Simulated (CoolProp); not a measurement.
R1234ze(E) along the isotherm 146.85 °C: Z from the reference equation and from simpler models built on Tc = 109.4 °C, pc = 3.635 MPa, ω = 0.313; each cubic takes its own stable root.

Computed with CoolProp (reference Helmholtz-energy equation of state, Thol 2016).

| p (MPa) | phase | reference |
|---|---|---|
| 0.682 | gas | 0.9512 |
| 1.36 | gas | 0.9005 |
| 2.04 | gas | 0.8470 |
| 2.73 | gas | 0.7890 |
| 3.41 | gas | 0.7273 |
| 4.09 | supercritical | 0.6598 |
| 4.77 | supercritical | 0.5863 |
| 5.45 | supercritical | 0.5107 |

**Question.** How far does each simpler model (van der Waals, Soave-Redlich-Kwong, Peng-Robinson) lie from the reference over these 8 states: mean and median of the absolute difference, and the worst?

**Answer.** 
- van der Waals: mean 4.0 %, median 0.9 %, worst -13.4 % at 146.85 °C and 5.45 MPa
- Soave-Redlich-Kwong: mean 2.3 %, median 1.3 %, worst +7.6 % at 146.85 °C and 5.45 MPa
- Peng-Robinson: mean 1.4 %, median 1.5 %, worst -2.1 % at 146.85 °C and 3.41 MPa
